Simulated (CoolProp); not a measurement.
C3F8 (R218) along the isobar 6.45 MPa: density (kg/m³) from the reference equation and from simpler models built on Tc = 71.9 °C, pc = 2.640 MPa, ω = 0.317; each cubic takes its own stable root.

Model: reference Helmholtz-energy equation of state, Lemmon 2006, in CoolProp. It is a short technical equation, of lower accuracy than the large ones.

```json
[
 {"T (°C)": "-76.35", "phase": "liquid", "reference": "1775"},
 {"T (°C)": "-64.25", "phase": "liquid", "reference": "1735"},
 {"T (°C)": "-52.15", "phase": "liquid", "reference": "1693"},
 {"T (°C)": "-40.15", "phase": "liquid", "reference": "1652"},
 {"T (°C)": "-28.05", "phase": "liquid", "reference": "1608"},
 {"T (°C)": "-15.95", "phase": "liquid", "reference": "1564"},
 {"T (°C)": "-3.85", "phase": "liquid", "reference": "1517"},
 {"T (°C)": "8.25", "phase": "liquid", "reference": "1469"},
 {"T (°C)": "20.25", "phase": "liquid", "reference": "1418"},
 {"T (°C)": "32.35", "phase": "liquid", "reference": "1363"},
 {"T (°C)": "44.45", "phase": "liquid", "reference": "1304"},
 {"T (°C)": "56.55", "phase": "liquid", "reference": "1239"},
 {"T (°C)": "68.65", "phase": "liquid", "reference": "1168"},
 {"T (°C)": "80.75", "phase": "supercritical", "reference": "1086"},
 {"T (°C)": "92.75", "phase": "supercritical", "reference": "994.1"},
 {"T (°C)": "104.85", "phase": "supercritical", "reference": "888.6"}
]
```

Q: How far does each simpler model (van der Waals, Soave-Redlich-Kwong) lie from the reference over these 16 states: mean and median of the absolute difference, and the worst?

A: 
- van der Waals: mean 30.5 %, median 32.5 %, worst -36.2 % at -76.35 °C and 6.45 MPa
- Soave-Redlich-Kwong: mean 6.2 %, median 5.0 %, worst -11.3 % at 104.85 °C and 6.45 MPa
